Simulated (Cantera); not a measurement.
An isothermal, constant-pressure homogeneous reactor starts with H2 : O2 : N2 = 0.0063 : 1 : 3.5 (molar parts), equivalence ratio 0.0032, at 1425 K and 6.45 Torr. Integrator tolerance rtol = 1e-08.

Model: GRI-Mech 3.0 (53 species, 325 reactions), integrated in Cantera. Radical loss at walls, strong at low pressure, is not modelled.

### Question
What does this change do: H2 0.0063 to 0.00093 parts?

### Answer
```json
[
 {"quantity": "x(H2) at 4.00 s", "before": "2.23e-6 (gas-phase equilibrium 2.12e-8)", "after": "7.28e-8 (gas-phase equilibrium 3.09e-9)"},
 {"quantity": "x(O2) at 4.00 s", "before": "0.221 (gas-phase equilibrium 0.221)", "after": "0.222 (gas-phase equilibrium 0.222)"},
 {"quantity": "x(OH) at 4.00 s", "before": "0.000158 (gas-phase equilibrium 1.55e-5)", "after": "2.87e-5 (gas-phase equilibrium 5.93e-6)"},
 {"quantity": "x(H) at 4.00 s", "before": "1.23e-5 (gas-phase equilibrium 1.08e-8)", "after": "4.97e-7 (gas-phase equilibrium 4.12e-9)"},
 {"quantity": "x(NO) at 4.00 s", "before": "2.19e-7 (gas-phase equilibrium 0.000851)", "after": "3.26e-8 (gas-phase equilibrium 0.000853)"},
 {"quantity": "x(H2O2) at 4.00 s", "before": "3.98e-10 (gas-phase equilibrium 7.98e-12)", "after": "2.27e-11 (gas-phase equilibrium 1.17e-12)"}
]
```

### Question
What does this change do: H2 0.0063 to 0.012 parts?

### Answer
```json
[
 {"quantity": "x(H2) at 4.00 s", "before": "2.23e-6 (gas-phase equilibrium 2.12e-8)", "after": "5.71e-6 (gas-phase equilibrium 4.04e-8)"},
 {"quantity": "x(O2) at 4.00 s", "before": "0.221 (gas-phase equilibrium 0.221)", "after": "0.220 (gas-phase equilibrium 0.220)"},
 {"quantity": "x(OH) at 4.00 s", "before": "0.000158 (gas-phase equilibrium 1.55e-5)", "after": "0.000253 (gas-phase equilibrium 2.14e-5)"},
 {"quantity": "x(H) at 4.00 s", "before": "1.23e-5 (gas-phase equilibrium 1.08e-8)", "after": "2.62e-5 (gas-phase equilibrium 1.49e-8)"},
 {"quantity": "x(NO) at 4.00 s", "before": "2.19e-7 (gas-phase equilibrium 0.000851)", "after": "3.60e-7 (gas-phase equilibrium 0.000850)"},
 {"quantity": "x(H2O2) at 4.00 s", "before": "3.98e-10 (gas-phase equilibrium 7.98e-12)", "after": "8.01e-10 (gas-phase equilibrium 1.52e-11)"}
]
```
